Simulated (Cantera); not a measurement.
Charge: 1 mol Si, 3.6 mol SF6, 39 mol N2, held at 1.00 bar.

Cantera equilibrium calculation (NASA polynomials, part measured and part estimated; ideal gas, pure solids and liquids). Candidate condensed phases: S, Si, Si3N4; 29 gas species. The tables' values for S2F2 (SSF2) are old estimates; treat these amounts as uncertain. Kinetics and transport are ignored. All values below are at 302 °C.

Base state: N2 0.901, SF6 0.0604, SiF4 0.0231, S2F2 (SSF2) 0.00781, SF4 0.00717 (mole fractions); condensed: gas only.

Task: What changes in the equilibrium state with this change: pressure from 1.00 bar to 1.33 mbar?

Result: 
```json
[
 {"species": "N2", "before": "0.901", "after": "0.899"},
 {"species": "SF6", "before": "0.0604", "after": "0.0512"},
 {"species": "SiF4", "before": "0.0231", "after": "0.0230"},
 {"species": "SF4", "before": "0.00717", "after": "0.0221"},
 {"species": "S2F2 (SSF2)", "before": "0.00781", "after": "0.00479"}
]
```
